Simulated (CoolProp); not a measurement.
The numbers come from the reference Helmholtz-energy equation of state, Guder 2009 in CoolProp.

Problem. For sulfur hexafluoride, give the phase and the cp (kJ/(kg K)), cv (kJ/(kg K)), speed of sound (m/s), conductivity (mW/(m K)) at 60.65 °C and 3.75 MPa; 60.65 °C and 6.88 MPa.

Solution. 
- 60.65 °C and 3.75 MPa: gas; cp 1.18, cv 0.725, speed of sound 99.0, conductivity 22.9
- 60.65 °C and 6.88 MPa: supercritical; cp 1.45, cv 0.729, speed of sound 156, conductivity 47.4

Thermal conductivity comes from a separate model (Assael 2012).
